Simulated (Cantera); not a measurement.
Input: 1 mol MgO, 3.2 mol Cl2, 0.6 mol N2, held at 0.133 bar.

Equilibrium computed with Cantera from the NASA thermochemical tables; the gas is ideal and each condensed phase is pure. Candidate condensed phases: Mg, MgCl2, MgO; 18 gas species. Mutual solubility and eutectic melting of coexisting phases are not modelled. The numbers say what is thermodynamically allowed, not how fast it happens.

Which condensed phases are stable at each of these points (T (K)): 1000, 1050, 1100, 1150, 1200, 1250, 1300, 1350, 1400, 1450, 1500, 1550, 1600?


```csv
T (K),condensed phases,Mg condensed (%)
1000,MgCl2(l) + MgO(s),99.5
1050,MgCl2(l) + MgO(s),98.4
1100,MgCl2(l) + MgO(s),95.6
1150,MgO(s),90.0
1200,MgO(s),82.3
1250,MgO(s),70.4
1300,MgO(s),53.1
1350,MgO(s),29.9
1400,MgO(s),1.2
1450,gas only,0.0
1500,gas only,0.0
1550,gas only,0.0
1600,gas only,0.0
```

From 1000 K to 1100 K the condensed part is MgCl2(l) + MgO(s). From 1150 K to 1400 K the condensed part is MgO(s). From 1450 K to 1600 K nothing is condensed.
